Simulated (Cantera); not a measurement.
Cantera with NASA thermochemical tables; ideal gases at 1 bar, condensed phases pure. Values are per mole of reaction as written; species without (g) are pure solids or liquids, kept so even where they would boil at 1 bar.

3 P4O10 = 3 P4(g) + 10 O3(g), with ΔH° = 10624.7 kJ and ΔS° = 2543.6 J/K at 300 K.

Problem. How far is the shortcut ΔG° ≈ ΔH°(300 K) − T·ΔS°(300 K) from the full temperature-dependent value at 423, 498, 573, 648 K?

Solution. 
```tsv
T (K)	shortcut (kJ)	full (kJ)	difference (kJ)	difference in log10 K
423	9548.8	9550.4	-1.6	0.20
498	9358.0	9362.9	-4.9	0.52
573	9167.2	9177.6	-10.4	0.95
648	8976.5	8994.8	-18.3	1.48
```
The shortcut ignores the heat-capacity change of the reaction.
